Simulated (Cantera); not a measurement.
Charge: 1 mol CH₃OH, 0.068 mol CO₂, 0.4 mol H₂, equilibrated at 227 °C.

These are equilibrium values from Cantera (NASA tables, ideal gas, pure condensed phases), not measurements of a reactor. Candidate condensed phases: C, C₆H₆, C₇H₈, C₈H₁₈, H₂O; 110 gas species. The ideal-gas law is rough above about 30 bar. The numbers say what is thermodynamically allowed, not how fast it happens.

x: gas mole fraction; n: condensed amount in mol.

```csv
P (Pa),x CH₄,x H₂,x H₂O,x CO₂,x CO,x C₂H₆,n C(graphite),n H₂O(l)
10,0.0746,0.546,0.290,0.0875,0.00120,3.82e-10,(withheld),0
56,0.180,0.359,0.394,0.0665,0.000442,3.40e-9,(withheld),0
320,0.287,0.189,0.465,0.0582,0.000173,1.63e-8,(withheld),0
1800,0.353,0.0886,0.503,0.0555,7.12e-5,5.27e-8,(withheld),0
10000,0.385,0.0393,0.521,0.0545,3.00e-5,1.42e-7,0.275,0
56000,0.400,0.0169,0.529,0.0541,1.26e-5,3.55e-7,0.258,0
320000,0.407,0.00713,0.532,0.0539,5.27e-6,8.70e-7,0.251,0
1800000,0.409,0.00302,0.534,0.0539,2.22e-6,2.08e-6,0.248,0
10000000,0.762,0.00175,0.231,0.00541,2.98e-7,1.25e-5,(withheld),0.934
```

Question: Fill in the missing entries.

Answer: 
- 10, n C(graphite): 0.670
- 56, n C(graphite): 0.535
- 320, n C(graphite): 0.393
- 1800, n C(graphite): 0.312
- 10000000, n C(graphite): 0.428
